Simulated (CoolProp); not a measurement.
Properties of methane at several states (Tc = 190.6 K, pc = 4.599 MPa, ω = 0.011).

The numbers come from the reference Helmholtz-energy equation of state, Setzmann 1991 in CoolProp.

```json
[
 {"T (K)": "483.6", "p (MPa)": "0.0187", "phase": "gas", "speed of sound (m/s)": "553.8", "Joule-Thomson coefficient (K/MPa)": "1.351", "isothermal compressibility (1/MPa)": "53.48", "viscosity (µPa s)": "16.5"},
 {"T (K)": "436.6", "p (MPa)": "0.43", "phase": "gas", "speed of sound (m/s)": "530.3", "Joule-Thomson coefficient (K/MPa)": "1.774", "isothermal compressibility (1/MPa)": "2.328", "viscosity (µPa s)": "15.3"},
 {"T (K)": "194.1", "p (MPa)": "0.098", "phase": "gas", "speed of sound (m/s)": "364.5", "Joule-Thomson coefficient (K/MPa)": "9.798", "isothermal compressibility (1/MPa)": "10.27", "viscosity (µPa s)": "7.64"},
 {"T (K)": "365.7", "p (MPa)": "12.8", "phase": "supercritical", "speed of sound (m/s)": "508.1", "Joule-Thomson coefficient (K/MPa)": "1.930", "isothermal compressibility (1/MPa)": "0.07965", "viscosity (µPa s)": "15.8"}
]
```

Viscosity comes from a separate model (Quiñones-Cisneros 2006).
